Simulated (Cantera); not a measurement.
Mixture: CO : H2 : O2 : N2 = 1 : 0.38 : 0.363 : 1.37 (molar parts), equivalence ratio 1.9, at 1.01 bar, adiabatic and at constant volume. Ignition delay is the time to a rise of 400 K.

Cantera simulation using GRI-Mech 3.0 (53 species, 325 reactions); the numbers are that mechanism's predictions, not measurements. Where the delays flatten at high temperature, the 400 K rule measures the pace of heat release, not the induction time.

Q: What does this change do: pressure from 1.01 bar to 4.20 bar?

A: 
| quantity | before | after |
|---|---|---|
| delay at 1075 K | 0.147 ms | 0.184 ms |
| delay at 1275 K | 46.2 µs | 12.3 µs |
| delay at 1475 K | 26.3 µs | 5.34 µs |
| delay at 1675 K | 21.1 µs | 3.41 µs |
| delay at 1875 K | 22.6 µs | 2.74 µs |
The hydrogen kinetics of GRI-Mech 3.0 are dated; newer H2 mechanisms differ, most at raised pressure.

Q: What does this change do: CO 1 to 1.4 parts?

A: 
```
quantity           before     after
---------------  --------  --------
delay at 1075 K  0.147 ms  0.164 ms
delay at 1275 K   46.2 µs   51.5 µs
delay at 1475 K   26.3 µs   29.3 µs
delay at 1675 K   21.1 µs   23.7 µs
delay at 1875 K   22.6 µs   25.5 µs
```
